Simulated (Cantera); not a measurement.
# Gas-phase reforming

A perfectly stirred reactor is fed with CH₄ : CO₂ : H₂ = 1 : 1.7 : 1 (molar parts), at 620000 Pa; it is held at 1375 K, and followed from long to short residence time.

Cantera simulation using GRI-Mech 3.0 (53 species, 325 reactions); the numbers are that mechanism's predictions, not measurements.

| τ (s) | x CH₄ | x CO₂ | x H₂ | x C₂H₄ | x O |
|---|---|---|---|---|---|
| 28 | 0.169 | 0.190 | 0.154 | 0.0140 | <1e-12 |
| 6.7 | 0.189 | 0.233 | 0.146 | 0.0151 | <1e-12 |
| 1.6 | 0.229 | 0.318 | 0.176 | 0.00934 | <1e-12 |
| 0.38 | 0.257 | 0.407 | 0.232 | 0.00345 | <1e-12 |
| 0.091 | 0.267 | 0.446 | 0.260 | 0.00104 | <1e-12 |
| 0.022 | 0.269 | 0.456 | 0.268 | 0.000257 | <1e-12 |
| 0.0051 | 0.270 | 0.459 | 0.270 | 3.83e-5 | <1e-12 |
x: mole fraction; the columns are a selection and need not sum to one.
